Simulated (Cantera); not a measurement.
Input: 1 mol CH2F2, 0.0068 mol CH4, 0.42 mol H2, held at 1798.15 K and 13.3 mbar.

Cantera equilibrium calculation (NASA polynomials, part measured and part estimated; ideal gas, pure solids and liquids). Candidate condensed phases: C, C6H6, C7H8, C8H18; 95 gas species. Equilibrium is a limit: real reactors are often held back by kinetics, nucleation or transport.

Base state: HF 0.821, H2 0.177, H 0.00129, C2H2 (acetylene) 3.06e-5 (mole fractions); condensed: C(graphite).

What changes in the equilibrium state with this change: pressure from 13.3 mbar to 0.570 bar?


```csv
species,before,after
HF,0.821,0.822
H2,0.177,0.178
H,0.00129,0.000197
CH4,3.25e-7,1.40e-5
C2H2 (acetylene),3.06e-5,3.07e-5
"C(graphite), mol",1.01,1.01
```
